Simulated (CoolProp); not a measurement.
Vapour pressure (MPa) of methane: the reference equation beside estimates from Tc = 190.6 K, pc = 4.599 MPa, ω = 0.011. Clausius-Clapeyron is anchored at 130.8 K with a constant enthalpy of vaporisation of 7.541 kJ/mol.

Computed with CoolProp (reference Helmholtz-energy equation of state, Setzmann 1991).

```json
[
 {"T (K)": "110.3", "reference": "0.09040", "Clausius-Clapeyron": "(withheld)", "van der Waals": "0.3236", "Redlich-Kwong": "0.06390", "Soave-Redlich-Kwong": "0.08766", "Peng-Robinson": "0.09109"},
 {"T (K)": "113.7", "reference": "0.1194", "Clausius-Clapeyron": "0.1358", "van der Waals": "0.3868", "Redlich-Kwong": "0.08878", "Soave-Redlich-Kwong": "(withheld)", "Peng-Robinson": "0.1203"},
 {"T (K)": "117.1", "reference": "0.1551", "Clausius-Clapeyron": "0.1712", "van der Waals": "0.4579", "Redlich-Kwong": "0.1205", "Soave-Redlich-Kwong": "0.1521", "Peng-Robinson": "0.1561"},
 {"T (K)": "120.6", "reference": "0.1997", "Clausius-Clapeyron": "0.2143", "van der Waals": "0.5399", "Redlich-Kwong": "0.1614", "Soave-Redlich-Kwong": "(withheld)", "Peng-Robinson": "0.2009"},
 {"T (K)": "124", "reference": "0.2517", "Clausius-Clapeyron": "0.2634", "van der Waals": "0.6284", "Redlich-Kwong": "(withheld)", "Soave-Redlich-Kwong": "0.2492", "Peng-Robinson": "0.2532"},
 {"T (K)": "127.4", "reference": "0.3132", "Clausius-Clapeyron": "0.3202", "van der Waals": "0.7261", "Redlich-Kwong": "(withheld)", "Soave-Redlich-Kwong": "0.3113", "Peng-Robinson": "0.3150"},
 {"T (K)": "130.8", "reference": "0.3853", "Clausius-Clapeyron": "0.3853", "van der Waals": "0.8334", "Redlich-Kwong": "0.3400", "Soave-Redlich-Kwong": "0.3842", "Peng-Robinson": "0.3875"},
 {"T (K)": "134.2", "reference": "0.4689", "Clausius-Clapeyron": "0.4593", "van der Waals": "0.9506", "Redlich-Kwong": "(withheld)", "Soave-Redlich-Kwong": "0.4691", "Peng-Robinson": "0.4716"},
 {"T (K)": "137.6", "reference": "0.5651", "Clausius-Clapeyron": "0.5427", "van der Waals": "1.078", "Redlich-Kwong": "0.5198", "Soave-Redlich-Kwong": "0.5669", "Peng-Robinson": "0.5684"},
 {"T (K)": "141", "reference": "0.6750", "Clausius-Clapeyron": "0.6362", "van der Waals": "1.216", "Redlich-Kwong": "0.6314", "Soave-Redlich-Kwong": "0.6788", "Peng-Robinson": "0.6791"},
 {"T (K)": "144.4", "reference": "0.7996", "Clausius-Clapeyron": "0.7403", "van der Waals": "1.365", "Redlich-Kwong": "0.7589", "Soave-Redlich-Kwong": "0.8059", "Peng-Robinson": "0.8047"},
 {"T (K)": "147.8", "reference": "0.9401", "Clausius-Clapeyron": "0.8554", "van der Waals": "1.525", "Redlich-Kwong": "(withheld)", "Soave-Redlich-Kwong": "0.9492", "Peng-Robinson": "0.9463"},
 {"T (K)": "151.2", "reference": "1.098", "Clausius-Clapeyron": "(withheld)", "van der Waals": "1.697", "Redlich-Kwong": "1.066", "Soave-Redlich-Kwong": "1.110", "Peng-Robinson": "1.105"},
 {"T (K)": "154.6", "reference": "1.273", "Clausius-Clapeyron": "1.120", "van der Waals": "1.880", "Redlich-Kwong": "1.248", "Soave-Redlich-Kwong": "1.289", "Peng-Robinson": "1.282"}
]
```

**Question.** What belongs in the gaps?

**Answer.** 
- 110.3, Clausius-Clapeyron: 0.1062
- 113.7, Soave-Redlich-Kwong: 0.1165
- 120.6, Soave-Redlich-Kwong: 0.1968
- 124, Redlich-Kwong: 0.2103
- 127.4, Redlich-Kwong: 0.2694
- 134.2, Redlich-Kwong: 0.4230
- 147.8, Redlich-Kwong: 0.9036
- 151.2, Clausius-Clapeyron: 0.9819

Absolute difference from the reference over all 14 rows, mean and median: Clausius-Clapeyron 7.6 and 7.4 %, van der Waals 125.3 and 109.5 %, Redlich-Kwong 12.6 and 10.8 %, Soave-Redlich-Kwong 1.1 and 1.0 %, Peng-Robinson 0.6 and 0.6 %.
